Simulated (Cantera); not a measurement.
**S + SO2 + H2 (abatement and gas-phase synthesis)**

Feed: 1 mol S, 0.013 mol SO2, 0.97 mol H2, held at 1 atm.

Equilibrium computed with Cantera from the NASA thermochemical tables; the gas is ideal and each condensed phase is pure. Candidate condensed phases: H2O, H2SO4, S; 19 gas species. Equilibrium is a limit: real reactors are often held back by kinetics, nucleation or transport.

| T (K) | x H2 | x H2S | x S2 | x H | x S | x SH | x H2O |
|---|---|---|---|---|---|---|---|
| 1450 | 0.277 | 0.531 | 0.167 | 4.94e-6 | 9.07e-6 | 0.00284 | 0.0222 |
| 1650 | 0.395 | 0.353 | 0.223 | 5.67e-5 | 9.30e-5 | 0.00826 | 0.0206 |
| 1850 | 0.477 | 0.225 | 0.260 | 0.000370 | 0.000557 | 0.0176 | 0.0193 |
| 2050 | 0.525 | 0.144 | 0.278 | 0.00163 | 0.00229 | 0.0304 | 0.0182 |
| 2250 | 0.546 | 0.0943 | 0.282 | 0.00545 | 0.00720 | 0.0460 | 0.0170 |
| 2450 | 0.549 | 0.0629 | 0.274 | 0.0148 | 0.0184 | 0.0626 | 0.0153 |
| 2650 | 0.534 | 0.0422 | 0.255 | 0.0340 | 0.0398 | 0.0780 | 0.0130 |
| 2850 | 0.500 | 0.0278 | 0.223 | 0.0683 | 0.0748 | 0.0892 | 0.0102 |
| 3050 | 0.447 | 0.0174 | 0.182 | 0.122 | 0.124 | 0.0929 | 0.00747 |
| 3250 | 0.376 | 0.0102 | 0.135 | 0.196 | 0.181 | 0.0876 | 0.00504 |
x: gas mole fraction; nothing condenses.

From 1450 K to 3250 K nothing is condensed.
